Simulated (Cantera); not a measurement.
A freely propagating, adiabatic, planar premixed flame of C₃H₈ : O₂ : N₂ : CO₂ = 1 : 4.17 : 15.7 : 3 (molar parts), equivalence ratio 1.2, unburnt at 473 K and 255 Torr; mixture-averaged transport, grid criteria slope 0.08 and curve 0.16, no radiation.

Model: GRI-Mech 3.0 (53 species, 325 reactions), integrated in Cantera. GRI-Mech 3.0 was tuned for natural gas; its chemistry of propane as a main component is partial and can be far from experiment. Burning velocities carry a grid error of a few per cent, more on coarse grids.

x: mole fraction of selected species; z is measured from the peak of heat release.

```json
[
 {"z (mm)": "-3.17", "T (K)": "473", "u (m/s)": "0.657", "x C₃H₈": "0.0418", "x O₂": "0.174", "x CO₂": "0.126", "x H₂": "0.00152", "x HCO": "<1e-8", "x H₂O": "4.50e-5"},
 {"z (mm)": "-2.12", "T (K)": "475", "u (m/s)": "0.661", "x C₃H₈": "0.0417", "x O₂": "0.174", "x CO₂": "0.125", "x H₂": "0.00417", "x HCO": "<1e-8", "x H₂O": "0.000453"},
 {"z (mm)": "-1.59", "T (K)": "482", "u (m/s)": "0.673", "x C₃H₈": "0.0416", "x O₂": "0.172", "x CO₂": "0.125", "x H₂": "0.00718", "x HCO": "<1e-8", "x H₂O": "0.00179"},
 {"z (mm)": "-1.06", "T (K)": "535", "u (m/s)": "0.753", "x C₃H₈": "0.0408", "x O₂": "0.166", "x CO₂": "0.124", "x H₂": "0.0127", "x HCO": "<1e-8", "x H₂O": "0.00916"},
 {"z (mm)": "-0.529", "T (K)": "868", "u (m/s)": "1.26", "x C₃H₈": "0.0299", "x O₂": "0.130", "x CO₂": "0.122", "x H₂": "0.0213", "x HCO": "[?]", "x H₂O": "0.0439"},
 {"z (mm)": "-0.264", "T (K)": "1223", "u (m/s)": "1.83", "x C₃H₈": "0.0110", "x O₂": "0.0908", "x CO₂": "0.124", "x H₂": "0.0254", "x HCO": "[?]", "x H₂O": "0.0764"},
 {"z (mm)": "0", "T (K)": "1562", "u (m/s)": "2.39", "x C₃H₈": "0.000408", "x O₂": "0.0486", "x CO₂": "0.130", "x H₂": "0.0252", "x HCO": "[?]", "x H₂O": "0.108"},
 {"z (mm)": "0.264", "T (K)": "1711", "u (m/s)": "2.63", "x C₃H₈": "5.32e-7", "x O₂": "0.0246", "x CO₂": "0.140", "x H₂": "0.0199", "x HCO": "[?]", "x H₂O": "0.125"},
 {"z (mm)": "0.529", "T (K)": "1748", "u (m/s)": "2.68", "x C₃H₈": "<1e-8", "x O₂": "0.0156", "x CO₂": "0.147", "x H₂": "0.0162", "x HCO": "[?]", "x H₂O": "0.130"},
 {"z (mm)": "1.06", "T (K)": "1775", "u (m/s)": "2.71", "x C₃H₈": "<1e-8", "x O₂": "0.0110", "x CO₂": "0.156", "x H₂": "0.0149", "x HCO": "[?]", "x H₂O": "0.131"},
 {"z (mm)": "2.12", "T (K)": "1808", "u (m/s)": "2.75", "x C₃H₈": "<1e-8", "x O₂": "0.00920", "x CO₂": "0.160", "x H₂": "0.0147", "x HCO": "[?]", "x H₂O": "0.132"},
 {"z (mm)": "4.23", "T (K)": "1851", "u (m/s)": "2.81", "x C₃H₈": "<1e-8", "x O₂": "0.00758", "x CO₂": "0.162", "x H₂": "0.0139", "x HCO": "[?]", "x H₂O": "0.135"},
 {"z (mm)": "8.46", "T (K)": "1903", "u (m/s)": "2.88", "x C₃H₈": "<1e-8", "x O₂": "0.00558", "x CO₂": "0.165", "x H₂": "0.0129", "x HCO": "[?]", "x H₂O": "0.138"}
]
```

### Question
What belongs in the gaps?

### Answer

- -0.529, x HCO: 3.53e-7
- -0.264, x HCO: 1.53e-5
- 0, x HCO: 6.23e-5
- 0.264, x HCO: 2.01e-5
- 0.529, x HCO: 1.73e-6
- 1.06, x HCO: 9.20e-8
- 2.12, x HCO: 7.30e-8
- 4.23, x HCO: 5.52e-8
- 8.46, x HCO: 3.71e-8
